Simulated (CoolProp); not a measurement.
Octamethylcyclotetrasiloxane (D4) along the isotherm 620 K: density (kg/m³) from the reference equation and from simpler models built on Tc = 586.5 K, pc = 13.47 bar, ω = 0.598; each cubic takes its own stable root.

Computed with CoolProp (reference Helmholtz-energy equation of state, Thol 2015).

| p (bar) | phase | reference | ideal gas | van der Waals | Redlich-Kwong | Peng-Robinson |
|---|---|---|---|---|---|---|
| 10.4 | gas | 80.48 | 59.84 | 79.79 | 81.51 | 81.49 |
| 20.7 | supercritical | 311.3 | 119.1 | 308.3 | 329.2 | 289.6 |
| 31.1 | supercritical | 467.8 | 178.9 | 367.7 | 430.6 | 436.6 |
| 41.5 | supercritical | 516.8 | 238.8 | 396.9 | 478.6 | 501.2 |
| 51.8 | supercritical | 545.9 | 298.1 | 416.7 | 511.1 | 543.2 |
| 62.2 | supercritical | 567.2 | 357.9 | 432.0 | 536.4 | 574.9 |
| 72.5 | supercritical | 583.8 | 417.2 | 444.3 | 556.8 | 600.2 |
| 82.9 | supercritical | 597.8 | 477.0 | 454.7 | 574.3 | 621.5 |
| 93.3 | supercritical | 609.9 | 536.8 | 463.7 | 589.4 | 639.7 |
| 104 | supercritical | 620.7 | 598.4 | 471.7 | 603.1 | 656.2 |
| 114 | supercritical | 629.7 | 656.0 | 478.4 | 614.6 | 669.8 |
| 124 | supercritical | 638.0 | 713.5 | 484.5 | 625.0 | 682.1 |
| 135 | supercritical | 646.2 | 776.8 | 490.5 | 635.4 | 694.4 |
